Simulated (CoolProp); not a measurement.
Isopentane along the isobar 3.56 MPa: density (kg/m³) from the reference equation and from simpler models built on Tc = 460.3 K, pc = 3.378 MPa, ω = 0.227; each cubic takes its own stable root.

Values from CoolProp's reference Helmholtz-energy equation of state, Lemmon 2006. It is a short technical equation, of lower accuracy than the large ones.

```json
[
 {"T (K)": "150.2", "phase": "liquid", "reference": "754.3"},
 {"T (K)": "167.1", "phase": "liquid", "reference": "738.9"},
 {"T (K)": "184", "phase": "liquid", "reference": "723.7"},
 {"T (K)": "200.9", "phase": "liquid", "reference": "708.7"},
 {"T (K)": "217.8", "phase": "liquid", "reference": "693.8"},
 {"T (K)": "234.7", "phase": "liquid", "reference": "678.7"},
 {"T (K)": "251.6", "phase": "liquid", "reference": "663.5"},
 {"T (K)": "268.5", "phase": "liquid", "reference": "648.0"},
 {"T (K)": "285.4", "phase": "liquid", "reference": "632.1"},
 {"T (K)": "302.3", "phase": "liquid", "reference": "615.7"},
 {"T (K)": "319.2", "phase": "liquid", "reference": "598.7"},
 {"T (K)": "336", "phase": "liquid", "reference": "581.0"},
 {"T (K)": "352.9", "phase": "liquid", "reference": "562.1"}
]
```

Q: How far does each simpler model (Redlich-Kwong, Peng-Robinson) lie from the reference over these 13 states: mean and median of the absolute difference, and the worst?

A: 
- Redlich-Kwong: mean 9.3 %, median 9.1 %, worst -10.6 % at 352.9 K and 3.56 MPa
- Peng-Robinson: mean 4.1 %, median 4.5 %, worst +5.4 % at 302.3 K and 3.56 MPa
